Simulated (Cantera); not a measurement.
Input: 1 mol trisilylamine, 0.64 mol NH3, 0.18 mol H2, at 1200 °C and 93.0 mbar.

These are equilibrium values from Cantera (NASA tables, ideal gas, pure condensed phases), not measurements of a reactor. Candidate condensed phases: Si, Si3N4; 18 gas species. The feed counts by its element totals alone. Mutual solubility and eutectic melting of coexisting phases are not modelled. Equilibrium is a limit: real reactors are often held back by kinetics, nucleation or transport.

Base state: H2 1.000, N2 0.000297, H 4.15e-5 (mole fractions); condensed: Si(s) + Si3N4(s).

Q: What changes in the equilibrium state with this change: temperature from 1200 °C to 1750 °C?

A: 
```csv
species,before,after
H2,1.000,0.867
N2,0.000297,0.126
H,4.15e-5,0.00580
Si,5.89e-8,0.000612
Si2N,<1e-9,2.10e-5
SiN,<1e-9,1.64e-5
SiH,6.45e-8,0.000112
"Si(s), mol",1.77,0
"Si3N4(s), mol",0.409,0
"Si(l), mol",0,2.99
```
The tables' values for SiN are old estimates; treat these amounts as uncertain. Gases not in the tables: Si2H6 and higher silanes.
